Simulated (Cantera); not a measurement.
Input (Python, Cantera) and output of one run.

```python
import numpy as np
import cantera as ct

gas_names = [...]  # 136 gases of nasa_gas.yaml made of C, H, N, O
cond_names = """
    C(gr) C6H6(L) C7H8(L) C8H18(L),n-octa H2O(s) H2O(L)
""".split()


# ... load() reads the species with a 1 bar reference pressure and builds the phases ...
atoms = {
    'C2H5OH': {'C': 2, 'H': 6, 'O': 1},
    'NH3': {'N': 1, 'H': 3},
    'N2': {'N': 2},
    'H2O': {'H': 2, 'O': 1},
}
top_T = {'C(gr)': 4500}  # K; cautious upper limits of use, not melting points


# ... equilibrate(T, P, feed) seeds the gas with the atoms and calls Mixture.equilibrate('TP', solver="vcs", rtol=1e-11, max_steps=5000) ...
results = []
feed = {'C2H5OH': 1, 'NH3': 0.05, 'N2': 3, 'H2O': 0.14}  # mol
T = 1900  # K
P = 10000  # Pa
mix = equilibrate(T, P, feed)
results.append((T, P, feed, dict(zip(mix.species_names, mix.species_moles))))
x = sorted(zip(gas.X, gas.species_names), reverse=True)
print(f"T = {T:g} K  P = {P:g} Pa  gas = {mix.phase_moles(0):.4g} mol")
print("   x: " + "  ".join(f"{s} {v:.3e}" for v, s in x if v > 1e-06))
print("   condensed (mol): " + ("  ".join(f"{mix.phase(i).name} {mix.phase_moles(i):.4g}"
      for i in range(1, mix.n_phases) if mix.phase_moles(i) > 1e-12) or "none"))
```

Output:

```
T = 1900 K  P = 10000 Pa  gas = 7.386 mol
   x: H2 4.321e-01  N2 4.074e-01  CO 1.543e-01  HCN 4.087e-03  H 1.650e-03  HNC 1.918e-04  C2H2,acetylene 1.650e-04  CH4 1.049e-05  H2O 1.190e-06
   condensed (mol): C(gr) 0.8259
```

Equilibrium computed with Cantera from the NASA thermochemical tables; the gas is ideal and each condensed phase is pure.
